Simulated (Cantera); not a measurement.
Mixture: 22.7 % CH3OH, 15.5 % O2, 58.2 % N2, 3.63 % H2, equivalence ratio 2.3, at 6.81 atm, adiabatic and at constant volume. Ignition delay is the time to a rise of 400 K.

Model: GRI-Mech 3.0 (53 species, 325 reactions), integrated in Cantera. GRI-Mech 3.0 was tuned for natural gas; its chemistry of methanol as a main component is partial and can be far from experiment.

### Question
Predict: delay at 1025 K; delay at 1100 K; delay at 1175 K; delay at 1250 K; delay at 1325 K; delay at 1400 K; apparent activation energy between 1250 and 1400 K.

### Answer
```
Quantity                                                Result
--------------------------------------------------  ----------
delay at 1025 K                                        24.7 ms
delay at 1100 K                                        6.22 ms
delay at 1175 K                                        1.79 ms
delay at 1250 K                                       0.573 ms
delay at 1325 K                                       0.205 ms
delay at 1400 K                                        81.2 µs
apparent activation energy between 1250 and 1400 K  190 kJ/mol
```
